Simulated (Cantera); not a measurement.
What does this Cantera script print?

```python
import numpy as np
import cantera as ct

gas = ct.Solution("gri30.yaml")
gas.TPX = 1950, 38, {'C2H6': 1, 'N2': 1.3}
inlet = ct.Reservoir(gas, clone=True)

reactor = ct.IdealGasConstPressureReactor(gas, energy="off", clone=False)
exhaust = ct.Reservoir(gas, clone=True)
tau = [10, 4.9, 2.4, 1.2, 0.58, 0.29, 0.14, 0.07, 0.034, 0.017, 0.0083][0]
for a, b in ((inlet, reactor), (reactor, exhaust)):
    ct.MassFlowController(a, b, mdot=lambda t: reactor.mass / tau)
net = ct.ReactorNet([reactor])
show = ['C2H6', 'H', 'C2H2', 'CH3', 'C2H4', 'C2H']

rows = []
print(f"{'tau/s':>10s}{'T/K':>9s}" + "".join(f"{s:>11s}" for s in show))
for tau in [10, 4.9, 2.4, 1.2, 0.58, 0.29, 0.14, 0.07, 0.034, 0.017, 0.0083]:
    net.initial_time = 0.0
    net.advance(30 * tau)
    before = gas.X
    net.advance(40 * tau)
    drift = np.max(np.abs(gas.X - before) / (gas.X + 1e-9))
    rows.append([gas.T, *gas[show].X, drift])
    print(f"{tau:10.3e}{gas.T:9.1f}" + "".join(f"{x:11.3e}" for x in gas[show].X))
```

Output:

```
     tau/s      T/K       C2H6          H       C2H2        CH3       C2H4        C2H
 1.000e+01   1950.0  2.883e-05  5.521e-03  2.272e-01  2.945e-03  2.271e-04  4.410e-05
 4.900e+00   1950.0  5.920e-05  5.536e-03  2.250e-01  4.352e-03  4.539e-04  4.448e-05
 2.400e+00   1950.0  1.205e-04  5.677e-03  2.220e-01  6.423e-03  8.844e-04  4.597e-05
 1.200e+00   1950.0  2.389e-04  5.907e-03  2.178e-01  9.362e-03  1.652e-03  4.828e-05
 5.800e-01   1950.0  4.881e-04  6.221e-03  2.116e-01  1.386e-02  3.113e-03  5.144e-05
 2.900e-01   1950.0  9.636e-04  6.557e-03  2.033e-01  2.006e-02  5.576e-03  5.490e-05
 1.400e-01   1950.0  1.973e-03  6.909e-03  1.912e-01  2.933e-02  1.005e-02  5.854e-05
 7.000e-02   1950.0  3.918e-03  7.190e-03  1.751e-01  4.165e-02  1.713e-02  6.126e-05
 3.400e-02   1950.0  8.054e-03  7.358e-03  1.522e-01  5.912e-02  2.872e-02  6.194e-05
 1.700e-02   1950.0  1.616e-02  7.308e-03  1.231e-01  8.115e-02  4.448e-02  5.843e-05
 8.300e-03   1950.0  3.313e-02  6.929e-03  8.603e-02  1.089e-01  6.325e-02  4.814e-05
```

Model: GRI-Mech 3.0 (53 species, 325 reactions), integrated in Cantera. GRI-Mech 3.0 stops at C3 and has no aromatics, soot or wall deposition, so with more carbon than oxygen in the feed, carbon stays in small species such as C2H2 where larger ones or solid carbon would form. Radical loss at walls, strong at low pressure, is not modelled.
